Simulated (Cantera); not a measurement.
Charge: 1 mol Zr, 0.89 mol N₂O, 2.2 mol N₂, equilibrated at 2302 °C.

Cantera equilibrium calculation (NASA polynomials, part measured and part estimated; ideal gas, pure solids and liquids). Candidate condensed phases: Zr, ZrN, ZrO₂; 13 gas species. Mutual solubility and eutectic melting of coexisting phases are not modelled. ZrN: taken at fixed stoichiometry. Condensed phases not in the tables: solid solutions among these carbides, nitrides and lower oxides. Kinetics and transport are ignored.

x: gas mole fraction; n: condensed amount in mol.

| P (Pa) | x N₂ | x ZrO | x Zr | x O | x ZrO₂ | n ZrN(s) | n ZrO₂(tetragonal) |
|---|---|---|---|---|---|---|---|
| 0.100 | 0.753 | 0.214 | 0.0299 | … | 0.000356 | 0 | 0 |
| 1 | 0.755 | 0.216 | 0.0276 | … | 0.000396 | 0 | 0 |
| 10 | 0.761 | 0.219 | 0.0184 | … | 0.000610 | 0.0384 | 0 |
| 100 | 0.950 | 0.0480 | 0.000521 | … | 0.00103 | 0.482 | 0.370 |
| 1000 | 0.997 | 0.00267 | 1.61e-5 | … | 0.000103 | 0.551 | 0.441 |
| 10000 | 1.000 | 0.000150 | 5.08e-7 | … | 1.03e-5 | 0.555 | 0.445 |
| 100000 | 1.000 | 8.42e-6 | 1.61e-8 | … | 1.03e-6 | 0.555 | 0.445 |
| 1000000 | 1.000 | 4.74e-7 | 5.08e-10 | … | 1.03e-7 | 0.555 | 0.445 |

### Question
Complete the blanks.

### Answer

- 0.100, x O: 0.00270
- 1, x O: 0.000296
- 10, x O: 4.50e-5
- 100, x O: 3.48e-5
- 1000, x O: 6.26e-6
- 10000, x O: 1.11e-6
- 100000, x O: 1.98e-7
- 1000000, x O: 3.52e-8
